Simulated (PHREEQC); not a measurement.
A made-up water analysis in mmol/kgw, 20 °C, pH 7.26, pe 8.7:

```csv
constituent,mmol/kgw
Na,176
K,0.621
Ca,4.37
Mg,19
Cl,199
S(6),10.2
Alkalinity (meq/kgw),0.189
Li,0.0657
```

Valence states are taken as typed.

Computed with PHREEQC (ion-association model, wateq4f.dat).

```json
{
 "ionic_strength": "0.243 mol/kgw",
 "activity_of_water": "0.993",
 "charge_balance_error": "0.9 %"
}
```

| species | molality | activity | log γ |
|---|---|---|---|
| Cl- | 0.199 | 0.139 | -0.156 |
| Na+ | 0.174 | 0.128 | -0.133 |
| Mg+2 | 0.0171 | 0.00566 | -0.479 |
| SO4-2 | 0.00639 | 0.00176 | -0.561 |
| Ca+2 | 0.00398 | 0.00123 | -0.511 |
| MgSO4 | 0.00193 | 0.00204 | 0.024 |
| NaSO4- | 0.00149 | 0.00109 | -0.133 |
| K+ | 0.000614 | 0.000429 | -0.156 |
| CaSO4 | 0.000387 | 0.000409 | 0.024 |
| HCO3- | 0.000164 | 0.000121 | -0.133 |
| Li+ | 6.52e-5 | 4.87e-5 | -0.127 |
| CO2 | 1.53e-5 | 1.61e-5 | 0.024 |
| MgHCO3+ | 1.11e-5 | 7.86e-6 | -0.151 |
| NaHCO3 | 8.27e-6 | 8.75e-6 | 0.024 |
| KSO4- | 6.58e-6 | 4.85e-6 | -0.133 |
| CaHCO3+ | 2.33e-6 | 1.74e-6 | -0.127 |

Precipitation was switched off in this run. Complexes and solids missing from the database can't appear.
